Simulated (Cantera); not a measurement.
A perfectly stirred reactor is fed with 11.2 % CH4, 18.7 % O2, 70.1 % N2, equivalence ratio 1.2, at 14300 Torr; it is adiabatic with a 800 K inlet, and is followed from long to short residence time, starting on the burning branch (τ in s: 0.022, 0.01, 0.0049, 0.0023, 0.0011, 0.00051, 0.00024, 0.00011, 5.3e-05).

Detailed kinetics in Cantera: GRI-Mech 3.0 (53 species, 325 reactions). The pressure lies above the range GRI-Mech 3.0 was tuned for (to about 10 atm).

Problem. Predict: blow-out, bracketed by the residence times tried; x(CH4) at τ = 22.0 ms; x(O2) at τ = 22.0 ms; x(HO2) at τ = 22.0 ms; x(H2) at τ = 22.0 ms; x(C2H2) at τ = 22.0 ms; x(CH4) at τ = 1.10 ms; x(O2) at τ = 1.10 ms; x(HO2) at τ = 1.10 ms; x(H2) at τ = 1.10 ms; x(C2H2) at τ = 1.10 ms.

Solution. 
```json
{
  "blow_out_bracketed_by_the_residence_times_tried": "burning at 53.0 µs, the shortest tried",
  "x(CH4) at τ = 22.0 ms": "4.41e-6",
  "x(O2) at τ = 22.0 ms": "0.000145",
  "x(HO2) at τ = 22.0 ms": "1.74e-7",
  "x(H2) at τ = 22.0 ms": "0.0244",
  "x(C2H2) at τ = 22.0 ms": "5.83e-9",
  "x(CH4) at τ = 1.10 ms": "5.41e-5",
  "x(O2) at τ = 1.10 ms": "0.000499",
  "x(HO2) at τ = 1.10 ms": "4.99e-7",
  "x(H2) at τ = 1.10 ms": "0.0245",
  "x(C2H2) at τ = 1.10 ms": "6.56e-7"
}
```
